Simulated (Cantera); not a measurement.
Charge: 1 mol Si, 0.94 mol HCl, 0.3 mol H2, equilibrated at 998.15 K and 645 Torr.

Method: chemical equilibrium by Gibbs-energy minimisation in Cantera with the NASA 1993 tables (ideal gas, pure condensed phases). Candidate condensed phases: Si; 19 gas species. The tables' values for SiCl3 are old estimates; treat these amounts as uncertain. Kinetics and transport are ignored.

### Question
What is the equilibrium state?

### Answer
```json
{
 "x(H2)": "0.733",
 "x(SiCl4)": "0.176",
 "x(SiHCl3)": "0.0735",
 "x(HCl)": "0.0122",
 "x(SiH2Cl2)": "0.00330",
 "x(SiCl3)": "0.00157",
 "x(SiCl2)": "0.000344",
 "x(SiH3Cl)": "3.78e-5",
 "n(Si(s))": "0.748 mol",
 "gas_amount": "0.9887 mol"
}
```
